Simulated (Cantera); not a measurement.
An isothermal, constant-pressure homogeneous reactor starts with NH₃ : H₂ = 1 : 29 (molar parts), at 1550 K and 1.01 bar.

Cantera simulation using the gas-phase N/H chemistry of the illustrative SiF4/NH3 mechanism in the Surface Chemkin manual (1991); the numbers are that mechanism's predictions, not measurements. Walls and surfaces, which speed up NH3 decomposition in real reactors, are not modelled.

x: mole fraction; the columns are a selection and need not sum to one.

| t (s) | x NH₃ | x H₂ | x N₂ | x N₂H₄ | x N | x N₂H₂ | x NH₂ |
|---|---|---|---|---|---|---|---|
| 3.00e-5 | 0.0333 | 0.967 | <1e-12 | <1e-12 | <1e-12 | <1e-12 | … |
| 9.36e-5 | 0.0333 | 0.967 | <1e-12 | <1e-12 | <1e-12 | <1e-12 | … |
| 0.000292 | 0.0333 | 0.967 | <1e-12 | <1e-12 | <1e-12 | <1e-12 | … |
| 0.000912 | 0.0333 | 0.967 | 7.53e-12 | <1e-12 | <1e-12 | <1e-12 | … |
| 0.00285 | 0.0333 | 0.967 | 2.93e-10 | 4.47e-12 | <1e-12 | 4.84e-12 | … |
| 0.00888 | 0.0333 | 0.967 | 9.58e-9 | 4.03e-11 | 5.70e-12 | 4.52e-11 | … |
| 0.0277 | 0.0333 | 0.967 | 2.26e-7 | 2.16e-10 | 7.10e-11 | 2.57e-10 | … |
| 0.0865 | 0.0333 | 0.967 | 1.87e-6 | 3.20e-10 | 1.28e-10 | 3.88e-10 | 2.40e-6 |
| 0.270 | 0.0333 | 0.967 | 7.44e-6 | 3.21e-10 | 1.29e-10 | 3.89e-10 | 2.41e-6 |
| 0.843 | 0.0333 | 0.967 | 2.48e-5 | 3.20e-10 | 1.28e-10 | 3.88e-10 | 2.40e-6 |
| 2.63 | 0.0332 | 0.967 | 7.87e-5 | 3.18e-10 | 1.28e-10 | 3.86e-10 | 2.40e-6 |
| 8.21 | 0.0328 | 0.967 | 0.000245 | 3.11e-10 | 1.27e-10 | 3.78e-10 | 2.37e-6 |
| 25.6 | 0.0318 | 0.967 | 0.000741 | 2.92e-10 | 1.23e-10 | 3.54e-10 | 2.30e-6 |
| 80.0 | 0.0290 | 0.969 | 0.00211 | 2.43e-10 | 1.12e-10 | 2.94e-10 | … |

Q: Complete the blanks.

A: 
- 3.00e-5, x NH₂: 3.15e-9
- 9.36e-5, x NH₂: 9.52e-9
- 0.000292, x NH₂: 2.94e-8
- 0.000912, x NH₂: 9.14e-8
- 0.00285, x NH₂: 2.84e-7
- 0.00888, x NH₂: 8.52e-7
- 0.0277, x NH₂: 1.97e-6
- 80.0, x NH₂: 2.10e-6
